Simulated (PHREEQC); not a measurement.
PHREEQC input (ion-association model, wateq4f.dat):

```
SOLUTION_MASTER_SPECIES
  An  An-  0  An  62.0  # stands for a non-complexing anion
SOLUTION_SPECIES
  An- = An-
    -log_k 0
    -gamma 3.0 0
PHASES
  Fix_H+
    H+ = H+
    -log_k 0
SOLUTION 1
  temp 25
  units mmol/kgw
  pH 7 charge
  F 12
  Na 312
  An 300
END
SELECTED_OUTPUT 1
  -reset false
  -pH true
  -pe true
  -ionic_strength true
  -water true
  -totals F Na
  -molalities Hfo_wOH Hfo_wOH2+ Hfo_wO- Hfo_sOH Hfo_sOH2+ Hfo_sO- Hfo_wF Hfo_wOHF-
USER_PUNCH 1
  -headings sigma psi
  10 PUNCH EDL("sigma", "Hfo"), EDL("psi", "Hfo")
PRINT
  -reset false
USE solution 1
SURFACE 1
  Hfo_wOH 0.00764045 600 3.4
  Hfo_sOH 0.000191011
EQUILIBRIUM_PHASES 1
  Fix_H+ -4 HAn 10
    -force_equality true
  O2(g) -0.68 10
END
# ... the last block is repeated for the other 12 points of pH, with NaOH or the acid as the point needs
```

Selected output (columns that matter, 13 of 13 rows; pH added in front):

```
pH	mu	F	Na	m_Hfo_wOH	m_Hfo_wOH2+	m_Hfo_wO-	m_Hfo_sOH	m_Hfo_sOH2+	m_Hfo_sO-	m_Hfo_wF	m_Hfo_wOHF-	sigma	psi
4	0.313	0.0070291	0.31197	2.421e-05	0.0026457	5.0753e-09	1.7319e-06	0.00018926	3.6306e-10	0.0049011	6.8723e-05	0.13086	0.074031
4.67	0.31276	0.0071027	0.31197	9.8932e-05	0.0026445	8.4787e-08	6.8873e-06	0.0001841	5.9026e-09	0.0046308	0.00026546	0.12124	0.070573
5.33	0.31251	0.0074472	0.31198	0.00034929	0.0027377	1.0209e-06	2.1604e-05	0.00016933	6.3147e-08	0.0038076	0.0007444	0.10225	0.063049
6	0.31216	0.0081312	0.31199	0.00098277	0.0027811	7.9558e-06	4.9767e-05	0.00014083	4.0288e-07	0.0025094	0.0013588	0.073543	0.049587
6.67	0.31178	0.0090486	0.31199	0.0021221	0.0025262	4.0837e-05	8.644e-05	0.0001029	1.6634e-06	0.0012903	0.0016609	0.043789	0.032198
7.33	0.31143	0.0099991	0.312	0.0035584	0.0019309	0.00015023	0.00012052	6.5398e-05	5.0883e-06	0.00052322	0.0014776	0.017189	0.01334
8	0.3111	0.010842	0.312	0.0048235	0.0012234	0.00043565	0.00014212	3.6049e-05	1.2836e-05	0.00016444	0.00099345	-0.00863	-0.006757
8.67	0.311	0.011453	0.31227	0.0054247	0.00068676	0.00098164	0.00014608	1.8494e-05	2.6434e-05	4.1764e-05	0.00050553	-0.038236	-0.028538
9.33	0.31175	0.011786	0.31346	0.0052946	0.00036314	0.0017684	0.00013618	9.3404e-06	4.5485e-05	9.1725e-06	0.00020493	-0.077875	-0.051835
10	0.31258	0.011926	0.31489	0.0045416	0.00016523	0.0028598	0.00011464	4.1708e-06	7.2189e-05	1.7012e-06	7.1653e-05	-0.13407	-0.07518
10.67	0.31392	0.011976	0.31702	0.0032582	5.6534e-05	0.0043017	8.1705e-05	1.4177e-06	0.00010787	2.6178e-07	2.3117e-05	-0.20695	-0.095793
11.33	0.3172	0.011992	0.32112	0.0017649	1.2187e-05	0.0058556	4.4163e-05	3.0494e-07	0.00014652	3.1005e-08	6.8794e-06	-0.28367	-0.11116
12	0.32947	0.011997	0.33401	0.00062137	1.2608e-06	0.0070151	1.5538e-05	3.1528e-08	0.00017542	2.3195e-09	1.7505e-06	-0.34018	-0.11934
```
